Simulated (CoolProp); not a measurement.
Vapour pressure (kPa) of CF4 (R14): the reference equation beside estimates from Tc = 227.4 K, pc = 3762 kPa, ω = 0.178.

Model: reference Helmholtz-energy equation of state, Platzer 1990, in CoolProp. This equation is an older, rougher fit; its heat capacities, sound speeds and derivatives of the liquid may be far off and weren't checked against measurements.

```json
[
 {"T (K)": "158.1", "reference": "232.6", "Redlich-Kwong": "310.6", "Peng-Robinson": "233.7"},
 {"T (K)": "163.1", "reference": "307.9", "Redlich-Kwong": "402.7", "Peng-Robinson": "309.3"},
 {"T (K)": "168", "reference": "398.4", "Redlich-Kwong": "510.5", "Peng-Robinson": "400.2"},
 {"T (K)": "173", "reference": "509.9", "Redlich-Kwong": "640.0", "Peng-Robinson": "512.3"},
 {"T (K)": "177.9", "reference": "640.2", "Redlich-Kwong": "787.7", "Peng-Robinson": "643.5"},
 {"T (K)": "182.9", "reference": "797.0", "Redlich-Kwong": "961.4", "Peng-Robinson": "801.8"},
 {"T (K)": "187.8", "reference": "976.6", "Redlich-Kwong": "1155", "Peng-Robinson": "983.4"},
 {"T (K)": "192.8", "reference": "1189", "Redlich-Kwong": "1379", "Peng-Robinson": "1198"},
 {"T (K)": "197.7", "reference": "1428", "Redlich-Kwong": "1626", "Peng-Robinson": "1441"},
 {"T (K)": "202.7", "reference": "1708", "Redlich-Kwong": "1906", "Peng-Robinson": "1724"},
 {"T (K)": "207.6", "reference": "2019", "Redlich-Kwong": "2210", "Peng-Robinson": "2040"},
 {"T (K)": "212.6", "reference": "2379", "Redlich-Kwong": "2552", "Peng-Robinson": "2403"},
 {"T (K)": "217.5", "reference": "2779", "Redlich-Kwong": "2919", "Peng-Robinson": "2804"},
 {"T (K)": "222.5", "reference": "3241", "Redlich-Kwong": "3328", "Peng-Robinson": "3262"}
]
```

Absolute difference from the reference over all 14 rows, mean and median: Redlich-Kwong 17.6 and 17.1 %, Peng-Robinson 0.7 and 0.7 %.
